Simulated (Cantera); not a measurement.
An isothermal, constant-pressure homogeneous reactor starts with 32.1 % C2H6, 67.5 % H2, 0.418 % H2O, at 1350 K and 0.987 atm.

Cantera simulation using GRI-Mech 3.0 (53 species, 325 reactions); the numbers are that mechanism's predictions, not measurements. GRI-Mech 3.0 stops at C3 and has no aromatics, soot or wall deposition, so with more carbon than oxygen in the feed, carbon stays in small species such as C2H2 where larger ones or solid carbon would form.

x: mole fraction; the columns are a selection and need not sum to one.

```json
[
 {"t (s)": "6.00e-6", "x C2H6": "0.321", "x H2": "0.675", "x CH2": "6.30e-10", "x CH3": "6.46e-5", "x C2H4": "0.000140"},
 {"t (s)": "3.76e-5", "x C2H6": "0.310", "x H2": "0.676", "x CH2": "8.78e-9", "x CH3": "0.000197", "x C2H4": "0.00686"},
 {"t (s)": "0.000236", "x C2H6": "0.217", "x H2": "0.685", "x CH2": "1.21e-8", "x CH3": "0.000233", "x C2H4": "0.0674"},
 {"t (s)": "0.00148", "x C2H6": "0.0337", "x H2": "0.698", "x CH2": "3.08e-9", "x CH3": "0.000101", "x C2H4": "0.176"},
 {"t (s)": "0.00928", "x C2H6": "0.00326", "x H2": "0.702", "x CH2": "4.21e-10", "x CH3": "3.41e-5", "x C2H4": "0.159"},
 {"t (s)": "0.0582", "x C2H6": "0.00193", "x H2": "0.698", "x CH2": "2.78e-10", "x CH3": "3.09e-5", "x C2H4": "0.100"},
 {"t (s)": "0.365", "x C2H6": "0.00135", "x H2": "0.659", "x CH2": "1.86e-10", "x CH3": "3.14e-5", "x C2H4": "0.0745"},
 {"t (s)": "2.29", "x C2H6": "[?]", "x H2": "[?]", "x CH2": "9.89e-11", "x CH3": "2.96e-5", "x C2H4": "[?]"},
 {"t (s)": "14.4", "x C2H6": "0.000563", "x H2": "0.518", "x CH2": "6.19e-11", "x CH3": "2.68e-5", "x C2H4": "0.0355"},
 {"t (s)": "90.0", "x C2H6": "0.000549", "x H2": "0.515", "x CH2": "6.02e-11", "x CH3": "2.66e-5", "x C2H4": "0.0346"}
]
```

Question: Complete the blanks.

Answer: 
- 2.29, x C2H6: 0.000847
- 2.29, x H2: 0.579
- 2.29, x C2H4: 0.0516
